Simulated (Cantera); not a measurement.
Input (Python, Cantera) and output of one run.

```python
import numpy as np
import cantera as ct

gas_names = """
    F F2 H HF H2 H2F2 H3F3 H4F4 H5F5 H6F6 H7F7 N NF NF2 NF3 NH NH2 NH3 N2 N2H2 N2H4 Si SiF SiF2 SiF3
    SiF4 SiH SiHF3 SiH2 SiH2F2 SiH3 SiH3F SiH4 SiN Si2 Si2N Si3
""".split()
cond_names = """
    Si(cr) Si(L) Si3N4(a)
""".split()


# ... load() reads the species with a 1 bar reference pressure and builds the phases ...
atoms = {
    'Si': {'Si': 1},
    'HF': {'H': 1, 'F': 1},
    'N2': {'N': 2},
}
top_T = {'Si3N4(a)': 2400}  # K; cautious upper limits of use, not melting points


# ... equilibrate(T, P, feed) seeds the gas with the atoms and calls Mixture.equilibrate('TP', solver="vcs", rtol=1e-11, max_steps=5000) ...
results = []
feed = {'Si': 1, 'HF': 1.3, 'N2': 11}  # mol
P = 5400  # Pa
for T in [1425, 1450, 1475, 1500, 1525, 1550, 1575, 1600, 1625, 1650, 1675, 1700]:
    mix = equilibrate(T, P, feed)
    results.append((T, P, feed, dict(zip(mix.species_names, mix.species_moles))))

top = {s: max(r[3][s] / sum(r[3][g] for g in gas_names) for r in results) for s in gas_names}
cols = sorted((s for s in top if top[s] > 0.0001), key=lambda s: -top[s])[:6]
seen = [c for c in cond_names if any(r[3].get(c, 0) > 1e-12 for r in results)]
print("log10 of partial pressures in bar; condensed amounts in mol")
print(f"{'T/K':>10s}" + "".join(f"{s[:9]:>10s}" for s in cols + seen))
for T, P, feed, n in results:
    ng = sum(n[g] for g in gas_names)
    print(f"{T:10.4g}" + "".join(f"{np.log10(max(n[s] / ng * P / 1e5, 1e-99)):10.3f}" for s in cols)
          + "".join(f"{n.get(c, 0):10.4g}" for c in seen))
```

Result:

```
log10 of partial pressures in bar; condensed amounts in mol
       T/K        N2        H2      SiF4      SiF3      SiF2        HF  Si3N4(a)
      1425    -1.306    -2.524    -2.849    -4.035    -5.405    -4.024    0.2247
      1450    -1.306    -2.525    -2.856    -3.924    -5.198    -3.985    0.2243
      1475    -1.307    -2.526    -2.866    -3.819    -4.999    -3.947    0.2237
      1500    -1.307    -2.527    -2.877    -3.720    -4.808    -3.911     0.223
      1525    -1.307    -2.528    -2.891    -3.626    -4.624    -3.878     0.222
      1550    -1.307    -2.529    -2.909    -3.538    -4.449    -3.846    0.2208
      1575    -1.307    -2.531    -2.930    -3.456    -4.282    -3.816    0.2193
      1600    -1.307    -2.532    -2.955    -3.380    -4.122    -3.789    0.2174
      1625    -1.308    -2.533    -2.985    -3.311    -3.970    -3.764    0.2151
      1650    -1.308    -2.534    -3.020    -3.249    -3.826    -3.741    0.2124
      1675    -1.308    -2.536    -3.062    -3.195    -3.691    -3.721    0.2092
      1700    -1.309    -2.537    -3.112    -3.148    -3.564    -3.704    0.2056
```

Method: chemical equilibrium by Gibbs-energy minimisation in Cantera with the NASA 1993 tables (ideal gas, pure condensed phases). N2 is the only nitrogen source here; it is nearly inert below about 1500 K, so the nitride shown seldom forms there in practice. The tables' values for SiF3, SiF2, SiF are old estimates; treat these amounts as uncertain.
